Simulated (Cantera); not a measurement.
An adiabatic, constant-pressure homogeneous reactor starts with H2 : O2 : N2 = 1 : 0.25 : 0.725 (molar parts), at 1175 K and 28.0 bar. Integrator tolerance rtol = 1e-08.

Computed with Cantera and the H2/O2 subset of GRI-Mech 3.0, which has no nitrogen chemistry. The hydrogen kinetics of GRI-Mech 3.0 are dated; newer H2 mechanisms differ, most at raised pressure. The pressure lies above the range GRI-Mech 3.0 was tuned for (to about 10 atm).

Question: What does this change do: pressure from 28.0 bar to 0.640 bar?

Answer: 
```csv
quantity,before,after
time of steepest temperature rise,0.127 ms,81.0 µs
temperature at 5.00 s,2893 K,2697 K
equilibrium temperature,2893 K,2697 K
x(H2) at 5.00 s,0.284 (gas-phase equilibrium 0.284),0.271 (gas-phase equilibrium 0.271)
x(O2) at 5.00 s,3.44e-5 (gas-phase equilibrium 3.44e-5),0.000331 (gas-phase equilibrium 0.000331)
x(H2O) at 5.00 s,0.284 (gas-phase equilibrium 0.284),0.272 (gas-phase equilibrium 0.272)
x(OH) at 5.00 s,0.00347 (gas-phase equilibrium 0.00347),0.00942 (gas-phase equilibrium 0.00942)
x(O) at 5.00 s,8.63e-5 (gas-phase equilibrium 8.63e-5),0.000816 (gas-phase equilibrium 0.000816)
x(H) at 5.00 s,0.0114 (gas-phase equilibrium 0.0114),0.0368 (gas-phase equilibrium 0.0368)
```

Question: What does this change do: pressure from 28.0 bar to 1.40 bar?

Answer: 
```csv
quantity,before,after
time of steepest temperature rise,0.127 ms,40.3 µs
temperature at 5.00 s,2893 K,2748 K
equilibrium temperature,2893 K,2748 K
x(H2) at 5.00 s,0.284 (gas-phase equilibrium 0.284),0.274 (gas-phase equilibrium 0.274)
x(O2) at 5.00 s,3.44e-5 (gas-phase equilibrium 3.44e-5),0.000229 (gas-phase equilibrium 0.000229)
x(H2O) at 5.00 s,0.284 (gas-phase equilibrium 0.284),0.275 (gas-phase equilibrium 0.275)
x(OH) at 5.00 s,0.00347 (gas-phase equilibrium 0.00347),0.00811 (gas-phase equilibrium 0.00811)
x(O) at 5.00 s,8.63e-5 (gas-phase equilibrium 8.63e-5),0.000566 (gas-phase equilibrium 0.000566)
x(H) at 5.00 s,0.0114 (gas-phase equilibrium 0.0114),0.0302 (gas-phase equilibrium 0.0302)
```
